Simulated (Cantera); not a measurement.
A closed system holds: 1 mol SiCl₄, 0.019 mol C₂H₂, 48 mol H₂, equilibrated at 1250 K and 7.50 Torr.

These are equilibrium values from Cantera (NASA tables, ideal gas, pure condensed phases), not measurements of a reactor. Candidate condensed phases: C, C₆H₆, C₇H₈, C₈H₁₈, Si, SiC; 109 gas species. Mutual solubility and eutectic melting of coexisting phases are not modelled. The tables' values for SiCl₃ are old estimates; treat these amounts as uncertain. The numbers say what is thermodynamically allowed, not how fast it happens.

Base state: H₂ 0.933, HCl 0.0565, SiCl₂ 0.00861, SiCl₃ 0.000877, SiCl₄ 0.000640, SiHCl₃ 0.000376, SiH₂Cl₂ 3.01e-5 (mole fractions); condensed: Si(s) + SiC(s).

Q: What changes in the equilibrium state with this change: H₂ from 48 to 16 mol?

A: 
| species | before | after |
|---|---|---|
| H₂ | 0.933 | 0.849 |
| HCl | 0.0565 | 0.103 |
| SiCl₂ | 0.00861 | 0.0313 |
| SiCl₄ | 0.000640 | 0.00846 |
| SiCl₃ | 0.000877 | 0.00608 |
| Si(s), mol | 0.436 | 0.101 |
| SiC(s), mol | 0.0380 | 0.0380 |
